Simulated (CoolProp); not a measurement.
C3F8 (R218) along the isobar 13400 kPa: density (kg/m³) from the reference equation and from simpler models built on Tc = 345.0 K, pc = 2640 kPa, ω = 0.317; each cubic takes its own stable root.

The numbers come from the reference Helmholtz-energy equation of state, Lemmon 2006 in CoolProp. It is a short technical equation, of lower accuracy than the large ones.

```csv
T (K),phase,reference
191.7,liquid,1808
227.2,liquid,1695
262.6,liquid,1579
298.1,liquid,1455
333.6,liquid,1320
369.1,supercritical,1173
404.5,supercritical,1020
440,supercritical,872.8
```

Task: How far does each simpler model (van der Waals, Redlich-Kwong, Soave-Redlich-Kwong, Peng-Robinson) lie from the reference over these 8 states: mean and median of the absolute difference, and the worst?

Result: 
- van der Waals: mean 25.0 %, median 27.7 %, worst -35.2 % at 191.7 K and 13400 kPa
- Redlich-Kwong: mean 4.2 %, median 4.6 %, worst -6.8 % at 191.7 K and 13400 kPa
- Soave-Redlich-Kwong: mean 4.1 %, median 3.9 %, worst -5.6 % at 440 K and 13400 kPa
- Peng-Robinson: mean 6.6 %, median 7.4 %, worst +9.1 % at 262.6 K and 13400 kPa
